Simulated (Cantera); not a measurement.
Input (Python, Cantera):

```python
import numpy as np
import cantera as ct

gas = ct.Solution("gri30.yaml")
gas.TPX = 623, 13332, {'CO': 1, 'H2': 1.1, 'CH4': 0.064, 'O2': 0.982, 'N2': 3.69, 'H2O': 0.39}
flame = ct.FreeFlame(gas, width=0.16)
flame.set_refine_criteria(ratio=3, slope=0.08, curve=0.16)
flame.transport_model = "mixture-averaged"
flame.solve(loglevel=0, auto=True)
z, T = flame.grid, flame.T
thick = (T[-1] - T[0]) / np.gradient(T, z).max()
show = ['CO', 'H2', 'CH4', 'HO2', 'OH', 'CH3']
print(f"laminar burning velocity  {flame.velocity[0] * 100:.3f} cm/s")
print(f"burnt temperature         {T[-1]:.1f} K")
print(f"thermal thickness         {thick * 1e3:.4f} mm")
print(f"grid points               {len(z)}")
z0 = z[flame.heat_release_rate.argmax()]
print(f"{'z/mm':>9s}{'T/K':>9s}{'u/(m/s)':>9s}" + "".join(f"{s:>11s}" for s in show))
rows = []
for k in (-3, -2, -1.5, -1, -0.5, -0.25, 0, 0.25, 0.5, 1, 2, 4, 8):
    zz = z0 + k * thick
    rows.append([k * thick, np.interp(zz, z, T), np.interp(zz, z, flame.velocity),
                 *(np.interp(zz, z, flame.X[gas.species_index(s)]) for s in show)])
    print(f"{rows[-1][0] * 1e3:9.3f}{rows[-1][1]:9.1f}{rows[-1][2]:9.3f}" + "".join(f"{x:11.3e}" for x in rows[-1][3:]))
```

It prints:

```
laminar burning velocity  453.768 cm/s
burnt temperature         2356.4 K
thermal thickness         5.0338 mm
grid points               196
     z/mm      T/K  u/(m/s)         CO         H2        CH4        HO2         OH        CH3
  -15.101    623.0    4.538  1.384e-01  1.522e-01  8.857e-03  4.171e-12  2.151e-16  2.505e-14
  -10.068    623.0    4.538  1.384e-01  1.522e-01  8.857e-03  8.327e-10  1.507e-13  7.414e-12
   -7.551    623.0    4.538  1.384e-01  1.522e-01  8.857e-03  4.645e-08  1.550e-11  4.141e-10
   -5.034    623.0    4.538  1.384e-01  1.522e-01  8.857e-03  3.321e-06  1.196e-08  4.051e-08
   -2.517    638.5    4.641  1.384e-01  1.497e-01  8.861e-03  5.789e-05  4.495e-05  5.421e-06
   -1.258    756.9    5.461  1.374e-01  1.345e-01  8.685e-03  3.984e-05  2.970e-04  1.576e-05
    0.000   1116.7    7.977  1.328e-01  7.947e-02  2.963e-03  1.750e-05  2.287e-03  1.007e-04
    1.258   1355.3    9.616  1.088e-01  3.427e-02  1.701e-05  6.273e-06  6.096e-03  1.633e-06
    2.517   1463.5   10.289  8.659e-02  3.147e-02  4.711e-08  3.977e-06  7.985e-03  6.814e-09
    5.034   1586.0   11.018  6.775e-02  3.537e-02  8.593e-13  2.649e-06  1.001e-02  2.116e-13
   10.068   1710.9   11.765  6.564e-02  3.611e-02  6.897e-16  2.026e-06  1.182e-02  4.867e-15
   20.135   1844.1   12.549  6.807e-02  3.447e-02  2.488e-16  1.571e-06  1.325e-02  2.564e-15
   40.271   1983.1   13.346  6.839e-02  3.172e-02  1.242e-16  1.166e-06  1.395e-02  1.391e-15
```

Model: GRI-Mech 3.0 (53 species, 325 reactions), integrated in Cantera. Burning velocities carry a grid error of a few per cent, more on coarse grids.
